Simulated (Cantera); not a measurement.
Low-pressure radical oxidation in H2/O2

An isothermal, constant-pressure homogeneous reactor starts with 9.91 % H₂, 30.0 % O₂, 60.1 % N₂, at 973 K and 0.0263 atm.

Model: the H2/O2 subset of GRI-Mech 3.0, which has no nitrogen chemistry, integrated in Cantera. Radical loss at walls, strong at low pressure, is not modelled. The temperature is held fixed by assumption; the heat of reaction is taken as removed at once.

```tsv
t (s)	x H₂	x O₂	x O	x OH	x HO₂
0.000300	0.0991	0.300	3.26e-11	1.32e-11	8.33e-11
0.000674	0.0991	0.300	2.17e-10	8.02e-11	2.02e-10
0.00152	0.0991	0.300	6.39e-9	2.31e-9	1.08e-9
0.00341	0.0990	0.300	1.02e-5	3.71e-6	9.75e-7
0.00766	0.00755	0.260	0.0110	0.00213	8.12e-6
0.0172	0.00135	0.263	0.00240	0.000801	7.69e-6
0.0387	0.000206	0.264	0.000305	0.000220	4.16e-6
0.0871	3.66e-5	0.264	4.70e-5	8.21e-5	1.45e-6
0.196	6.90e-6	0.264	9.48e-6	3.75e-5	4.15e-7
0.440	1.30e-6	0.264	2.36e-6	1.90e-5	1.18e-7
0.989	2.67e-7	0.264	6.99e-7	1.04e-5	3.72e-8
2.22	6.90e-8	0.264	2.39e-7	6.04e-6	1.31e-8
5.00	2.25e-8	0.264	8.98e-8	3.69e-6	5.07e-9
```
x: mole fraction; the columns are a selection and need not sum to one.

Equilibrium at this temperature and pressure: H₂ 4.78e-11, O₂ 0.264, O 2.14e-10, OH 1.79e-7, HO₂ 2.92e-10 (gas phase only).
